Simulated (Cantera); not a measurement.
**Premixed flame**

A freely propagating, adiabatic, planar premixed flame of 21.8 % CO, 5.88 % H2, 15.2 % O2, 57.1 % N2, equivalence ratio 0.91, unburnt at 525 K and 101000 Pa; multicomponent+Soret transport, grid criteria slope 0.08 and curve 0.16, no radiation.

Cantera simulation using GRI-Mech 3.0 (53 species, 325 reactions); the numbers are that mechanism's predictions, not measurements. Burning velocities carry a grid error of a few per cent, more on coarse grids.

| z (mm) | T (K) | u (m/s) | x CO | x H2 | x O2 | x O | x NO | x CO2 |
|---|---|---|---|---|---|---|---|---|
| -1.99 | 525 | 1.58 | 0.218 | 0.0588 | 0.152 | <1e-8 | <1e-8 | <1e-8 |
| -1.33 | 525 | 1.58 | 0.218 | 0.0588 | 0.152 | <1e-8 | <1e-8 | <1e-8 |
| -0.995 | 525 | 1.58 | 0.218 | 0.0585 | 0.152 | <1e-8 | <1e-8 | 1.79e-8 |
| -0.663 | 525 | 1.58 | 0.218 | 0.0573 | 0.152 | <1e-8 | <1e-8 | 4.10e-7 |
| -0.332 | 535 | 1.60 | 0.220 | 0.0494 | 0.153 | 6.88e-7 | <1e-8 | 0.000143 |
| -0.166 | 716 | 2.11 | 0.214 | 0.0362 | 0.149 | 0.000114 | 1.08e-7 | 0.00735 |
| 0 | 1169 | 3.39 | 0.181 | 0.0166 | 0.118 | 0.00443 | 1.79e-6 | 0.0432 |
| 0.166 | 1497 | 4.26 | 0.132 | 0.00570 | 0.0808 | 0.0129 | 8.16e-6 | 0.0976 |
| 0.332 | 1677 | 4.69 | 0.100 | 0.00492 | 0.0636 | 0.0150 | 1.67e-5 | 0.134 |
| 0.663 | 1860 | 5.13 | 0.0789 | 0.00503 | 0.0532 | 0.0131 | 3.12e-5 | 0.159 |
| 1.33 | 2022 | 5.52 | 0.0691 | 0.00426 | 0.0482 | 0.00932 | 5.11e-5 | 0.172 |
| 2.65 | 2160 | 5.84 | 0.0587 | 0.00330 | 0.0432 | 0.00612 | 8.66e-5 | 0.185 |
| 5.30 | 2275 | 6.09 | 0.0477 | 0.00247 | 0.0382 | 0.00390 | 0.000167 | 0.198 |
x: mole fraction of selected species; z is measured from the peak of heat release.

```
Item                         Value
------------------------  --------
laminar burning velocity  158 cm/s
thermal thickness         0.663 mm
peak x(O)                   0.0150
grid points                    136
```
